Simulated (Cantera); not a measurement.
A closed system holds: 1 mol CH₂F₂, a varied amount of F₂, 0.17 mol H₂, held at 1748.15 K and 13300 Pa.

Equilibrium computed with Cantera from the NASA thermochemical tables; the gas is ideal and each condensed phase is pure. Candidate condensed phases: C, C₆H₆, C₇H₈, C₈H₁₈; 95 gas species. Gases not in the tables: C₂F₆ and larger saturated fluorocarbons. Kinetics and transport are ignored.

Q: What share of the C ends up in condensed phases as a function of n(F₂) (mol), at 0.066, 0.081, 0.098, 0.12, 0.15, 0.18, 0.22, 0.26, 0.32, 0.39, 0.47, 0.58?

A: 
```
n(F₂) (mol)  C condensed (%)           as
-----------  ---------------  -----------
0.066                  100.0  C(graphite)
0.081                  100.0  C(graphite)
0.098                  100.0  C(graphite)
0.12                   100.0  C(graphite)
0.15                   100.0  C(graphite)
0.18                    99.5  C(graphite)
0.22                    97.5  C(graphite)
0.26                    95.5  C(graphite)
0.32                    92.4  C(graphite)
0.39                    88.9  C(graphite)
0.47                    84.9  C(graphite)
0.58                    79.4  C(graphite)
```
